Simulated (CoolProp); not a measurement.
n-heptane at 329.12 K and 0.0181 MPa is throttled through a valve to 0.00419 MPa with no heat exchange. Each further row changes one setting.

Computed with CoolProp (reference Helmholtz-energy equation of state, Span 2003). It is a short technical equation, of lower accuracy than the large ones.

```
case                         temperature change (K)  final density (kg/m³)
---------------------------  ----------------------  ---------------------
as stated                                         ?                      ?
outlet pressure 0.00126 MPa                    -0.8                      ?
outlet pressure 0.00545 MPa                    -0.6                  0.201
```

**Question.** Complete the blanks.

**Answer.** 
- as stated, temperature change (K): -0.7
- as stated, final density (kg/m³): 0.154
- outlet pressure 0.00126 MPa, final density (kg/m³): 0.0463
